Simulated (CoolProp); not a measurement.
Vapour-liquid equilibrium of propane (1) + R152A (2) at 19.25 °C; x and y are mole fractions of (1).

Computed with CoolProp (multi-fluid Helmholtz-energy mixture model, Lemmon 2009 and Outcalt 1996; pair parameters Bell 2016).

```csv
x,"bubble pressure, mixture model (MPa)","bubble pressure, Raoult's law (MPa)","y, mixture model","y, Raoult's law"
0.05,0.5833,0.5171,0.164,0.079
0.2,0.7541,0.5650,0.413,0.290
0.35,0.8474,0.6128,?,0.468
0.5,0.8969,0.6606,?,0.621
0.65,0.9196,0.7085,0.678,0.752
0.8,0.9153,0.7563,?,0.867
0.95,0.8598,0.8041,0.917,0.969
```

Complete the blanks.


- 0.35, y, mixture model: 0.531
- 0.5, y, mixture model: 0.608
- 0.8, y, mixture model: 0.766

The largest gap from Raoult's law is +38.3 % in bubble pressure, at x = 0.35. y crosses x between x = 0.65 and 0.8: the model has an azeotrope there.

The pair parameters rest on a limited set of measurements; away from them the model extrapolates.
